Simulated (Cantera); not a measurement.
A Cantera script and its output.

```python
import numpy as np
import cantera as ct

gas = ct.Solution("gri30.yaml")
gas.TPX = 1323, 500000, {'CO': 1, 'H2': 0.98, 'O2': 2.36, 'N2': 8.86, 'H2O': 0.52}
reactor = ct.IdealGasConstPressureReactor(gas, energy="on", clone=False)
net = ct.ReactorNet([reactor])
net.rtol, net.atol = 1e-08, 1e-16
show = ['CO', 'H2', 'O2', 'H2O2', 'CO2', 'OH']
times = np.geomspace(1e-06, 2, 16)

steps = ct.SolutionArray(gas, extra=["t"])
rows = []
print(f"{'t/s':>10s}{'T/K':>9s}{'P/Pa':>11s}" + "".join(f"{s:>11s}" for s in show))
for t in times:
    while net.time < t:
        t_next = net.step()
        steps.append(gas.state, t=t_next)
    rows.append([np.interp(t, steps.t, y) for y in (steps.T, steps.P, *steps(*show).X.T)])
    print(f"{t:10.3e}{rows[-1][0]:9.1f}{rows[-1][1]:11.4g}" + "".join(f"{x:11.3e}" for x in rows[-1][2:]))
rate = np.gradient(steps.T, steps.t)
print("integrator steps:", len(steps.t))
if steps.T.max() > steps.T[0] + 200:
    print(f"time of steepest temperature rise: {steps.t[rate.argmax()]:.4e} s")
gas.TPX = 1323, 500000, {'CO': 1, 'H2': 0.98, 'O2': 2.36, 'N2': 8.86, 'H2O': 0.52}
gas.equilibrate("HP")
print(f"equilibrium (HP): T = {gas.T:.1f} K  " + "  ".join(f"{s} {gas[s].X[0]:.3e}" for s in show))
```

Result:

```
       t/s      T/K       P/Pa         CO         H2         O2       H2O2        CO2         OH
 1.000e-06   1323.0      5e+05  7.289e-02  7.143e-02  1.720e-01  1.785e-10  2.846e-08  2.111e-08
 2.631e-06   1323.0      5e+05  7.289e-02  7.143e-02  1.720e-01  3.518e-09  2.625e-07  2.473e-07
 6.920e-06   1325.7      5e+05  7.283e-02  7.062e-02  1.714e-01  3.893e-06  7.591e-05  8.666e-05
 1.821e-05   2056.9      5e+05  2.541e-02  3.102e-03  1.138e-01  9.522e-07  5.137e-02  1.052e-02
 4.789e-05   2295.7      5e+05  4.198e-03  8.232e-04  1.070e-01  3.997e-07  7.394e-02  6.853e-03
 1.260e-04   2331.0      5e+05  1.580e-03  4.035e-04  1.066e-01  3.990e-07  7.676e-02  5.046e-03
 3.314e-04   2331.9      5e+05  1.500e-03  3.925e-04  1.065e-01  4.005e-07  7.684e-02  4.987e-03
 8.719e-04   2331.6      5e+05  1.498e-03  3.920e-04  1.065e-01  4.000e-07  7.685e-02  4.980e-03
 2.294e-03   2330.7      5e+05  1.491e-03  3.906e-04  1.062e-01  3.988e-07  7.685e-02  4.962e-03
 6.034e-03   2328.6      5e+05  1.476e-03  3.870e-04  1.057e-01  3.958e-07  7.687e-02  4.919e-03
 1.587e-02   2323.9      5e+05  1.443e-03  3.794e-04  1.045e-01  3.892e-07  7.691e-02  4.823e-03
 4.176e-02   2316.8      5e+05  1.394e-03  3.680e-04  1.026e-01  3.793e-07  7.696e-02  4.681e-03
 1.099e-01   2312.5      5e+05  1.366e-03  3.614e-04  1.015e-01  3.735e-07  7.700e-02  4.598e-03
 2.890e-01   2312.1      5e+05  1.363e-03  3.608e-04  1.014e-01  3.730e-07  7.700e-02  4.591e-03
 7.603e-01   2312.1      5e+05  1.363e-03  3.608e-04  1.014e-01  3.730e-07  7.700e-02  4.591e-03
 2.000e+00   2312.1      5e+05  1.363e-03  3.608e-04  1.014e-01  3.730e-07  7.700e-02  4.591e-03
integrator steps: 1260
time of steepest temperature rise: 1.0317e-05 s
equilibrium (HP): T = 2312.1 K  CO 1.363e-03  H2 3.608e-04  O2 1.014e-01  H2O2 3.730e-07  CO2 7.700e-02  OH 4.591e-03
```

Detailed kinetics in Cantera: GRI-Mech 3.0 (53 species, 325 reactions). The hydrogen kinetics of GRI-Mech 3.0 are dated; newer H2 mechanisms differ, most at raised pressure.
